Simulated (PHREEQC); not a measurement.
1.4 g of hydrous ferric oxide (600 m²/g; 0.2 weak and 0.005 strong sites per Fe, Dzombak-Morel constants, diffuse double layer) in 1 kg of water with 0.01 mol/kgw of an inert sodium salt, at 25 °C; the pH is set by adding NaOH or the inert anion's acid. O2 is buffered at 0.21 atm. No CO2 enters from the air. Precipitation was switched off in this run.

Computed with PHREEQC (ion-association model, wateq4f.dat).

### Question
Predict surface charge σ (C/m²), surface potential ψ (mV) at pH = 3, 5, 5.67, 9.67, 10.33.

### Answer
```csv
pH,surface charge σ (C/m²),surface potential ψ (mV)
3,0.328,201
5,0.115,152
5.67,0.067,125
9.67,-0.029,-84
10.33,-0.056,-115
```

Species that the database lacks are ignored. The oxide is taken as insoluble; below pH 4 it would dissolve.
